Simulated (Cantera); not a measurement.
Input: 1 mol SiO₂, 2.3 mol C, 0.46 mol CO, equilibrated at 6400 Pa.

Method: chemical equilibrium by Gibbs-energy minimisation in Cantera with the NASA 1993 tables (ideal gas, pure condensed phases). Candidate condensed phases: C, Si, SiC, SiO₂; 20 gas species. Kinetics and transport are ignored. All values below are at 802 °C.

Base state: CO 0.991, CO₂ 0.00855 (mole fractions); condensed: C(graphite) + SiO₂(β-quartz).

Question: What changes in the equilibrium state with this change: pressure from 6400 Pa to 13.0 Pa?

Answer: 
| species | before | after |
|---|---|---|
| CO | 0.991 | 1.000 |
| CO₂ | 0.00855 | 1.77e-5 |
| C(graphite), mol | 2.30 | 2.30 |
| SiO₂(β-quartz), mol | 1.00 | 1.00 |
